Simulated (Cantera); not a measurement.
Input (Python, Cantera) and output of one run.

```python
import numpy as np
import cantera as ct

gas_names = """
    C CO CO2 C2 C2O C3 C3O2 C4 C5 Cu CuO Cu2 O O2 O3
""".split()
cond_names = """
    C(gr) Cu(cr) Cu(L) CuO(s) Cu2O(s) Cu2O(L)
""".split()


# ... load() reads the species with a 1 bar reference pressure and builds the phases ...
atoms = {
    'Cu': {'Cu': 1},
    'CO': {'C': 1, 'O': 1},
}
top_T = {'C(gr)': 4500, 'CuO(s)': 1390}  # K; cautious upper limits of use, not melting points


# ... equilibrate(T, P, feed) seeds the gas with the atoms and calls Mixture.equilibrate('TP', solver="vcs", rtol=1e-11, max_steps=5000) ...
results = []
feed = {'Cu': 1, 'CO': 0.2}  # mol
T = 1673  # K
P = 88000  # Pa
mix = equilibrate(T, P, feed)
results.append((T, P, feed, dict(zip(mix.species_names, mix.species_moles))))
print(gas.report(threshold=1e-06))
for i in range(1, mix.n_phases):
    print(f"{mix.phase(i).name:16s} {mix.phase_moles(i):12.5e} mol")
```

Output:

```
       temperature   1673 K
          pressure   88000 Pa
           density   0.17724 kg/m^3
  mean mol. weight   28.017 kg/kmol
   phase of matter   gas

                          1 kg             1 kmol
                     ---------------   ---------------
          enthalpy        -2.341e+06       -6.5589e+07  J
   internal energy       -2.8375e+06       -7.9499e+07  J
           entropy            9042.5        2.5334e+05  J/K
    Gibbs function       -1.7469e+07       -4.8943e+08  J
 heat capacity c_p              1271             35610  J/K
 heat capacity c_v            974.24             27295  J/K

                      mass frac. Y      mole frac. X     chem. pot. / RT
                     ---------------   ---------------   ---------------
                CO           0.99948           0.99972           -35.184
               CO2        0.00023495        0.00014957           -67.969
                Cu        0.00028644        0.00012629            -7.103
     [  +12 minor]        6.0569e-07        1.3356e-07

C(gr)             2.99140e-05 mol
Cu(L)             9.99975e-01 mol
Cu2O(L)           0.00000e+00 mol
```

Method: chemical equilibrium by Gibbs-energy minimisation in Cantera with the NASA 1993 tables (ideal gas, pure condensed phases).
